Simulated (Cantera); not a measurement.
Input (Python, Cantera) and output of one run.

```python
import numpy as np
import cantera as ct

gas_names = """
    CL CL2 H HCL H2 Si SiCL SiCL2 SiCL3 SiCL4 SiH SiHCL3 SiH2 SiH2CL2 SiH3 SiH3CL SiH4 Si2 Si3
""".split()
cond_names = """
    Si(cr) Si(L)
""".split()


def load(file, names, dense=False):
    # The tables refer to 1 bar. Condensed volumes are neglected.
    table = {s.name: s for s in ct.Species.list_from_file(file)}
    out = []
    for n in names:
        d = dict(table[n].input_data)
        d["thermo"] = dict(d["thermo"], **{"reference-pressure": 1e5})
        if dense:
            d["equation-of-state"] = {"model": "constant-volume", "density": "1e6 g/cm^3"}
        out.append(ct.Species.from_dict(d))
    return out


gas = ct.Solution(thermo="ideal-gas", species=load("nasa_gas.yaml", gas_names))
cond = {s.name: ct.Solution(thermo="fixed-stoichiometry", species=[s], name=s.name)
        for s in load("nasa_condensed.yaml", cond_names, dense=True)}
atoms = {
    'SiHCl3': {'Si': 1, 'H': 1, 'CL': 3},
    'HCl': {'H': 1, 'CL': 1},
    'H2': {'H': 2},
}
top_T = {}  # K; cautious upper limits of use, not melting points


def equilibrate(T, P, feed):
    n = {}
    for name, mol in feed.items():
        for a, k in atoms[name].items():
            n[a] = n.get(a, 0.0) + k * mol
    gas.TPX = T, P, n
    mass = sum(n.values()) * gas.mean_molecular_weight
    gas.equilibrate("TP")
    valid = [c for c in cond.values() if c.min_temp <= T <= top_T.get(c.name, c.max_temp)]
    mix = ct.Mixture([(gas, mass / gas.mean_molecular_weight)] + [(c, 0.0) for c in valid])
    mix.T, mix.P = T, P
    mix.equilibrate("TP", solver="vcs", rtol=1e-11, max_steps=5000)
    return mix


results = []
feed = {'SiHCl3': 1, 'HCl': 0.62, 'H2': 12}  # mol
T = 1725  # K
P = 5200  # Pa
mix = equilibrate(T, P, feed)
results.append((T, P, feed, dict(zip(mix.species_names, mix.species_moles))))
x = sorted(zip(gas.X, gas.species_names), reverse=True)
print(f"T = {T:g} K  P = {P:g} Pa  gas = {mix.phase_moles(0):.4g} mol")
print("   x: " + "  ".join(f"{s} {v:.3e}" for v, s in x if v > 1e-06))
print("   condensed (mol): " + ("  ".join(f"{mix.phase(i).name} {mix.phase_moles(i):.4g}"
      for i in range(1, mix.n_phases) if mix.phase_moles(i) > 1e-12) or "none"))
```

Result:

```
T = 1725 K  P = 5200 Pa  gas = 14.62 mol
   x: H2 8.158e-01  HCL 1.204e-01  SiCL2 6.131e-02  SiCL3 1.328e-03  H 7.356e-04  CL 8.409e-05  SiCL 8.173e-05  SiHCL3 7.544e-05  SiCL4 5.379e-05  Si 1.952e-05  SiH2CL2 1.864e-05  SiH2 1.407e-05  SiH 5.747e-06  SiH3CL 1.402e-06
   condensed (mol): Si(L) 0.08059
```

Cantera equilibrium calculation (NASA polynomials, part measured and part estimated; ideal gas, pure solids and liquids). The tables' values for SiCl3, SiCl are old estimates; treat these amounts as uncertain. Gases not in the tables: Si2H6 and higher silanes.
